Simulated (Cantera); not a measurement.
A freely propagating, adiabatic, planar premixed flame of 29.6 % H2, 14.8 % O2, 55.6 % N2, unburnt at 575 K and 0.178 atm; multicomponent+Soret transport, grid criteria slope 0.08 and curve 0.16, no radiation.

Computed with Cantera and the H2/O2 subset of GRI-Mech 3.0, which has no nitrogen chemistry. Burning velocities carry a grid error of a few per cent, more on coarse grids.

Question: Predict: laminar burning velocity; thermal thickness; peak x(OH); peak x(HO2); peak x(H2O2); peak x(H).

Answer: 
```
Quantity                    Result
------------------------  --------
laminar burning velocity  541 cm/s
thermal thickness          4.26 mm
peak x(OH)                  0.0189
peak x(HO2)                7.39e-5
peak x(H2O2)               2.02e-6
peak x(H)                   0.0832
```
